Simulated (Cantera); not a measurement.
Charge: 1 mol borazine, 0.55 mol H₂O, 30 mol H₂, at 1.50 mbar.

Cantera equilibrium calculation (NASA polynomials, part measured and part estimated; ideal gas, pure solids and liquids). Candidate condensed phases: B, BN, B₂O₃, B₃O₃H₃, H₂O; 39 gas species. The feed counts by its element totals alone. Mutual solubility and eutectic melting of coexisting phases are not modelled. The numbers say what is thermodynamically allowed, not how fast it happens.

Problem. Which condensed phases are stable at each of these points (T (°C)): 1175, 1250, 1325, 1400, 1475, 1550, 1625, 1700, 1775, 1850, 1925, 2000?

Solution. 
```csv
T (°C),condensed phases,B condensed (%)
1175,BN(s),85.5
1250,BN(s),83.4
1325,BN(s),82.2
1400,BN(s),81.8
1475,BN(s),81.7
1550,BN(s),81.5
1625,B(s) + BN(s),81.3
1700,B(s),81.1
1775,B(s),80.6
1850,B(s),79.7
1925,B(s),77.7
2000,B(s),72.9
```

From 1175 °C to 1550 °C the condensed part is BN(s). At 1625 °C the condensed part is B(s) + BN(s). From 1700 °C to 2000 °C the condensed part is B(s).
